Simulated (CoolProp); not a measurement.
A simple Rankine cycle with R123: condensing at 303.15 K, boiler at 2.09 MPa, turbine inlet 499 K, turbine efficiency 0.75, pump efficiency 0.6, no recuperator. Each further row changes one setting.

Computed with CoolProp (reference Helmholtz-energy equation of state, Younglove 1994). It is a modified Benedict-Webb-Rubin equation, recast in Helmholtz form.

| case | thermal efficiency (%) | net work (kJ/kg) | heat in (kJ/kg) | turbine exit temperature (K) | volume ratio over the turbine |
|---|---|---|---|---|---|
| as stated | 15.6 | ? | 306 | ? | ? |
| condensing temperature 295.15 K | 16.7 | 52.6 | 314 | 414.8 | 25.0 |
| boiler pressure 1.46 MPa | 14.1 | 44.2 | 312 | 432.9 | 12.8 |
| turbine efficiency 0.65 | 13.5 | 41.2 | 306 | ? | 19.2 |

Problem. What belongs in the gaps?

Solution. 
- as stated, net work (kJ/kg): 47.9
- as stated, turbine exit temperature (K): 421.0
- as stated, volume ratio over the turbine: 18.8
- turbine efficiency 0.65, turbine exit temperature (K): 429.2
